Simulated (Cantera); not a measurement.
An isothermal, constant-pressure homogeneous reactor starts with 28.4 % H₂, 36.9 % O₂, 34.7 % N₂, equivalence ratio 0.39, at 1250 K and 100.0 Torr.

Computed with Cantera and GRI-Mech 3.0 (53 species, 325 reactions). The temperature is held fixed by assumption; the heat of reaction is taken as removed at once.

One state of this run: x H₂ = 0.00115; x O₂ = 0.263; x NO = 6.10e-6; x OH = 0.00216; x HO₂ = 2.68e-5; x H = 0.000520. x: mole fraction; the columns are a selection and need not sum to one.

Problem. Which value of t (s) does it belong to?
A. 2.22
B. 0.00121
C. 10.0
D. 0.00545

Solution. B, 0.00121
